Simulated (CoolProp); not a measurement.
Vapour-liquid equilibrium of R143a (1) + isobutane (2) at 301 kPa; x and y are mole fractions of (1).

The numbers come from the multi-fluid Helmholtz-energy mixture model, Lemmon and Jacobsen 2000 and Bücker 2006; pair parameters Bell 2016 in CoolProp.

Q: Give the bubble temperature and the first vapour's composition at x = 0.05, 0.5, 0.65. Is there an azeotrope?

A: x = 0.05: 7.8 °C, y = 0.328; x = 0.5: -17.1 °C, y = 0.791; x = 0.65: -18.7 °C, y = 0.827. No azeotrope shows between x = 0.05 and 0.95.

Pair parameters are fitted to limited data, so mixtures are less certain than the pure fluids. With so large a gap from Raoult's law the liquid may split in two, which this calculation doesn't test in full.
